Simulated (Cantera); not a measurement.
An adiabatic, constant-pressure homogeneous reactor starts with CO : H2 : O2 : N2 = 1 : 0.073 : 1.63 : 6.11 (molar parts), equivalence ratio 0.33, at 1200 K and 8250 Torr.

Cantera simulation using GRI-Mech 3.0 (53 species, 325 reactions); the numbers are that mechanism's predictions, not measurements. The hydrogen kinetics of GRI-Mech 3.0 are dated; newer H2 mechanisms differ, most at raised pressure.

### Question
Predict: time of steepest temperature rise; temperature at 0.300 s; equilibrium temperature; x(CO) at 0.300 s; x(H2) at 0.300 s; x(O2) at 0.300 s; x(CO2) at 0.300 s; x(OH) at 0.300 s; x(O) at 0.300 s.

### Answer
- time of steepest temperature rise: 0.203 ms
- temperature at 0.300 s: 2122 K
- equilibrium temperature: 2120 K
- x(CO) at 0.300 s: 0.000352 (gas-phase equilibrium 0.000346)
- x(H2) at 0.300 s: 4.98e-6 (gas-phase equilibrium 4.91e-6)
- x(O2) at 0.300 s: 0.129 (gas-phase equilibrium 0.128)
- x(CO2) at 0.300 s: 0.120 (gas-phase equilibrium 0.120)
- x(OH) at 0.300 s: 0.000512 (gas-phase equilibrium 0.000506)
- x(O) at 0.300 s: 0.000176 (gas-phase equilibrium 0.000173)
